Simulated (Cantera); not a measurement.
A perfectly stirred reactor is fed with CH4 : N2 : H2O = 1 : 8.6 : 0.49 (molar parts), at 53.3 Torr; it is held at 1775 K, and followed from long to short residence time.

Cantera simulation using GRI-Mech 3.0 (53 species, 325 reactions); the numbers are that mechanism's predictions, not measurements. GRI-Mech 3.0 stops at C3 and has no aromatics, soot or wall deposition, so with more carbon than oxygen in the feed, carbon stays in small species such as C2H2 where larger ones or solid carbon would form.

### Question
Predict: x(CH4) at τ = 3.50 s; x(HCN) at τ = 3.50 s; x(H) at τ = 3.50 s; x(C2H2) at τ = 3.50 s; x(H2) at τ = 3.50 s; x(CH4) at τ = 23.0 ms; x(HCN) at τ = 23.0 ms; x(H) at τ = 23.0 ms; x(C2H2) at τ = 23.0 ms; x(H2) at τ = 23.0 ms.

### Answer
```
Item                       Value
----------------------  --------
x(CH4) at τ = 3.50 s     0.00431
x(HCN) at τ = 3.50 s     7.63e-5
x(H) at τ = 3.50 s      0.000383
x(C2H2) at τ = 3.50 s     0.0285
x(H2) at τ = 3.50 s        0.166
x(CH4) at τ = 23.0 ms     0.0529
x(HCN) at τ = 23.0 ms    7.56e-7
x(H) at τ = 23.0 ms     0.000100
x(C2H2) at τ = 23.0 ms    0.0182
x(H2) at τ = 23.0 ms      0.0605
```
